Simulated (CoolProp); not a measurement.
Ethanol at 421.54 K and 0.235 MPa is throttled through a valve to 0.111 MPa with no heat exchange. Each further row changes one setting.

Computed with CoolProp (reference Helmholtz-energy equation of state, Schroeder 2014).

```json
[
 {"case": "as stated", "temperature change (K)": "-3.3", "final density (kg/m³)": "1.49"},
 {"case": "outlet pressure 0.0333 MPa", "temperature change (K)": "-5.4", "final density (kg/m³)": "0.445"},
 {"case": "outlet pressure 0.144 MPa", "temperature change (K)": "-2.4", "final density (kg/m³)": "1.94"}
]
```
